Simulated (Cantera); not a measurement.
A Cantera script and what it prints.

```python
import numpy as np
import cantera as ct

gas_names = """
    C CN CO CO2 C2 CCN CNC C2N2 C2O C3 C3O2 C4 C4N2 C5 N NCO NO NO2 NO3 N2 N2O O O2 O3 Si SiC SiC2 SiN
    SiO SiO2 Si2 Si2C Si2N Si3
""".split()
cond_names = """
    C(gr) Si(cr) Si(L) SiC(b) SiO2(Lqz) SiO2(hqz) SiO2(L) Si2N2O(s) Si3N4(a)
""".split()


# ... load() reads the species with a 1 bar reference pressure and builds the phases ...
atoms = {
    'SiO2': {'Si': 1, 'O': 2},
    'C': {'C': 1},
    'N2': {'N': 2},
}
top_T = {'C(gr)': 4500, 'SiC(b)': 3050, 'Si2N2O(s)': 2100, 'Si3N4(a)': 2400}  # K; cautious upper limits of use, not melting points


# ... equilibrate(T, P, feed) seeds the gas with the atoms and calls Mixture.equilibrate('TP', solver="vcs", rtol=1e-11, max_steps=5000) ...
results = []
feed = {'SiO2': 1, 'C': 0.87, 'N2': 0.034}  # mol
T = 1800  # K
P = 14000  # Pa
mix = equilibrate(T, P, feed)
results.append((T, P, feed, dict(zip(mix.species_names, mix.species_moles))))
print(gas.report(threshold=1e-05))
for i in range(1, mix.n_phases):
    print(f"{mix.phase(i).name:16s} {mix.phase_moles(i):12.5e} mol")
```

Output:

```
       temperature   1800 K
          pressure   14000 Pa
           density   0.027688 kg/m^3
  mean mol. weight   29.599 kg/kmol
   phase of matter   gas

                          1 kg             1 kmol
                     ---------------   ---------------
          enthalpy       -1.9673e+06       -5.8231e+07  J
   internal energy        -2.473e+06       -7.3197e+07  J
           entropy            9330.6        2.7618e+05  J/K
    Gibbs function       -1.8762e+07       -5.5535e+08  J
 heat capacity c_p              1217             36022  J/K
 heat capacity c_v            936.11             27708  J/K

                      mass frac. Y      mole frac. X     chem. pot. / RT
                     ---------------   ---------------   ---------------
                CO           0.83969           0.88732            -36.82
               CO2        5.4764e-05        3.6833e-05           -69.596
                N2          0.013088          0.013828           -32.838
               SiO           0.14717          0.098813           -40.273
     [  +30 minor]        2.5557e-06        2.5727e-06

C(gr)             0.00000e+00 mol
Si(L)             0.00000e+00 mol
SiC(b)            2.42494e-01 mol
SiO2(L)           6.39185e-01 mol
Si2N2O(s)         2.42213e-02 mol
Si3N4(a)          0.00000e+00 mol
```

Equilibrium computed with Cantera from the NASA thermochemical tables; the gas is ideal and each condensed phase is pure. Mutual solubility and eutectic melting of coexisting phases are not modelled. The tables hold silica as quartz up to 1696 K and as liquid above; real silica turns to tridymite and cristobalite and melts near 1996 K.
